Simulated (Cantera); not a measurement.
A closed system holds: 1 mol CH3F, 0.015 mol CH4, held at 2573.15 K and 11000 Pa.

Cantera equilibrium calculation (NASA polynomials, part measured and part estimated; ideal gas, pure solids and liquids). Kinetics and transport are ignored.

```json
[
 {"species": "H", "before": "0.0694", "after": "0.391"},
 {"species": "HF", "before": "0.475", "after": "0.361"},
 {"species": "H2", "before": "0.448", "after": "0.165"},
 {"species": "C3", "before": "1.36e-5", "after": "0.0324"},
 {"species": "C2H", "before": "8.45e-5", "after": "0.0112"},
 {"species": "C2H2 (acetylene)", "before": "0.00654", "after": "0.0199"},
 {"species": "C5", "before": "5.53e-8", "after": "0.00119"},
 {"species": "C4", "before": "1.13e-8", "after": "0.000211"},
 {"species": "C2", "before": "1.27e-6", "after": "0.00345"},
 {"species": "C", "before": "4.02e-6", "after": "0.00407"},
 {"species": "C6H2", "before": "2.52e-7", "after": "5.40e-5"},
 {"species": "CF", "before": "7.51e-6", "after": "0.00149"},
 {"species": "C(graphite), mol", "before": "0.987", "after": "0.520"}
]
```
Gas species are given as mole fractions.

Task: Which change was made?
A) temperature from 2573.15 K to 3248.15 K
B) temperature from 2573.15 K to 1525 K
C) temperature from 2573.15 K to 1400 K
D) temperature from 2573.15 K to 2800 K

Result: A, temperature from 2573.15 K to 3248.15 K
